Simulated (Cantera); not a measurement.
An isothermal, constant-pressure homogeneous reactor starts with H2 : O2 : H2O = 0.04 : 1 : 0.0063 (molar parts), at 925 K and 28.5 Torr.

Model: the H2/O2 subset of GRI-Mech 3.0, which has no nitrogen chemistry, integrated in Cantera. Radical loss at walls, strong at low pressure, is not modelled. Below about 950 K walls govern HO2 and H2O2 in real vessels. The temperature is held fixed by assumption; the heat of reaction is taken as removed at once.

x: mole fraction; the columns are a selection and need not sum to one.

```tsv
t (s)	x H2	x O2	x HO2	x H	x H2O2
0.000300	0.0382	0.956	3.74e-11	2.96e-11	<1e-12
0.000726	0.0382	0.956	1.31e-10	2.24e-10	<1e-12
0.00176	0.0382	0.956	5.80e-9	2.20e-8	<1e-12
0.00425	0.0342	0.953	1.88e-5	0.00107	1.89e-7
0.0103	0.00120	0.953	1.49e-5	0.000240	5.64e-7
0.0249	0.000256	0.955	4.93e-6	1.01e-5	2.52e-7
0.0602	7.59e-5	0.955	1.86e-6	1.02e-6	1.38e-7
0.146	2.13e-5	0.955	6.64e-7	1.24e-7	7.53e-8
0.353	…	0.955	…	…	…
0.854	8.35e-7	0.955	5.24e-8	1.69e-9	1.76e-8
2.07	1.02e-7	0.955	1.36e-8	2.08e-10	7.42e-9
5.00	8.17e-9	0.955	4.01e-9	3.17e-11	3.03e-9
```

Task: What belongs in the gaps?

Result: 
- 0.353, x H2: 4.86e-6
- 0.353, x HO2: 2.01e-7
- 0.353, x H: 1.48e-8
- 0.353, x H2O2: 3.81e-8
